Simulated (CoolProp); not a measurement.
Vapour-liquid equilibrium of CF4 (R14) (1) + R13 (2) at 0.0166 MPa; x and y are mole fractions of (1).

The numbers come from the multi-fluid Helmholtz-energy mixture model, Platzer 1990 and Platzer 1990; pair parameters Bell 2016 in CoolProp. This equation is an older, rougher fit; its heat capacities, sound speeds and derivatives of the liquid may be far off and weren't checked against measurements.

```
x      bubble temperature (°C)  y at the bubble point  dew temperature at overall composition x (°C)  liquid density (mol/L)
-----  -----------------------  ---------------------  ---------------------------------------------  ----------------------
0.05                    -122.8                  0.685                                         -110.3                   16.09
0.125                   -132.0                  0.885                                         -111.3                   16.56
0.2                     -136.7                  0.937                                         -112.4                   16.89
0.275                        ?                      ?                                         -113.6                   17.17
0.35                    -141.6                      ?                                         -114.9                   17.41
0.425                   -143.0                  0.977                                         -116.3                   17.65
0.5                          ?                  0.982                                         -117.8                       ?
0.575                   -145.2                  0.986                                         -119.6                   18.11
0.65                         ?                  0.989                                         -121.7                   18.34
0.725                   -146.8                  0.992                                         -124.1                   18.57
0.8                     -147.6                  0.994                                              ?                   18.81
0.875                   -148.3                  0.996                                         -131.3                   19.05
0.95                    -149.0                  0.999                                         -138.4                   19.30
```

### Question
Fill in the missing entries.

### Answer

- 0.275, bubble temperature (°C): -139.6
- 0.275, y at the bubble point: 0.959
- 0.35, y at the bubble point: 0.970
- 0.5, bubble temperature (°C): -144.2
- 0.5, liquid density (mol/L): 17.88
- 0.65, bubble temperature (°C): -146.0
- 0.8, dew temperature at overall composition x (°C): -127.2

No azeotrope shows between x = 0.05 and 0.95.

Pair parameters are fitted to limited data, so mixtures are less certain than the pure fluids.
